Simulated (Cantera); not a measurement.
Input (Python, Cantera):

```python
import numpy as np
import cantera as ct

gas = ct.Solution("gri30.yaml")
gas.TPX = 550, 31000, {'CO': 1, 'H2': 1.3, 'CH4': 0.24, 'O2': 2.31, 'N2': 8.7}
inlet = ct.Reservoir(gas, clone=True)
gas.equilibrate("HP")  # start burning
reactor = ct.IdealGasConstPressureReactor(gas, energy="on", clone=False)
exhaust = ct.Reservoir(gas, clone=True)
tau = [0.15, 0.064, 0.028, 0.012, 0.0052, 0.0023, 0.00099, 0.00043, 0.00019, 8.1e-05][0]
for a, b in ((inlet, reactor), (reactor, exhaust)):
    ct.MassFlowController(a, b, mdot=lambda t: reactor.mass / tau)
net = ct.ReactorNet([reactor])
show = ['CO', 'H2', 'CH4', 'H', 'NO', 'OH']

rows = []
print(f"{'tau/s':>10s}{'T/K':>9s}" + "".join(f"{s:>11s}" for s in show))
for tau in [0.15, 0.064, 0.028, 0.012, 0.0052, 0.0023, 0.00099, 0.00043, 0.00019, 8.1e-05]:
    net.initial_time = 0.0
    net.advance(30 * tau)
    before = gas.X
    net.advance(40 * tau)
    drift = np.max(np.abs(gas.X - before) / (gas.X + 1e-9))
    rows.append([gas.T, *gas[show].X, drift])
    print(f"{tau:10.3e}{gas.T:9.1f}" + "".join(f"{x:11.3e}" for x in gas[show].X))
```

Output:

```
     tau/s      T/K         CO         H2        CH4          H         NO         OH
 1.500e-01   2145.0  5.690e-03  1.620e-03  8.506e-07  5.644e-04  1.204e-03  6.155e-03
 6.400e-02   2115.4  7.823e-03  2.287e-03  1.585e-06  9.835e-04  6.480e-04  7.160e-03
 2.800e-02   2067.1  1.101e-02  3.373e-03  2.793e-06  1.873e-03  3.217e-04  8.370e-03
 1.200e-02   1996.6  1.509e-02  4.945e-03  5.056e-06  3.639e-03  1.428e-04  9.522e-03
 5.200e-03   1907.1  1.940e-02  6.860e-03  9.530e-06  6.675e-03  6.850e-05  1.024e-02
 2.300e-03   1802.2  2.349e-02  8.891e-03  1.901e-05  1.127e-02  4.251e-05  1.028e-02
 9.900e-04   1677.4  2.791e-02  1.090e-02  4.323e-05  1.774e-02  2.941e-05  9.503e-03
 4.300e-04   1537.6  3.490e-02  1.275e-02  1.155e-04  2.452e-02  1.756e-05  7.921e-03
 1.900e-04   1376.5  5.037e-02  1.645e-02  4.201e-04  2.712e-02  6.590e-06  5.722e-03
 8.100e-05    550.0  7.380e-02  9.594e-02  1.771e-02  7.057e-20 -3.001e-20  2.288e-20
```

Computed with Cantera and GRI-Mech 3.0 (53 species, 325 reactions).
